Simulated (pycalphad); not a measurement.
All values are pycalphad results on the COST 507 light-alloy database (1999) (1 atm), not direct measurements. These are 1990s assessments: newer ones move some temperatures and phases. Not assessed as a whole: an extrapolation from subsystems, which can miss ternary compounds. Phase fractions are per mole of atoms. Diffusion is slow at the low end, where real alloys seldom reach equilibrium.

**Question.** Give the equilibrium state of Ti-0.96Si-0.7V (at.%) at 277 °C.

**Answer.** HCP_A3, fraction 0.967, with 0.25 Si, 0.36 V at.%; SITI3, fraction 0.029, with 25.0 Si, no V at.%; BCC_A2, fraction 0.004, with <0.01 Si, 88.6 V at.%.

**Question.** Give the equilibrium state of Ti-0.96Si-0.7V (at.%) at 577 °C.

**Answer.** HCP_A3, fraction 0.977, with 0.39 Si, 0.72 V at.%; SITI3, fraction 0.023, with 25.0 Si, no V at.%.

Database names, with the compositions (at.%) that they take in these runs: SITI3: Ti 75 Si 25. BCC_A2 is bcc; HCP_A3 is hcp. An entry "none" or "no" means that the model of the phase leaves that element out.
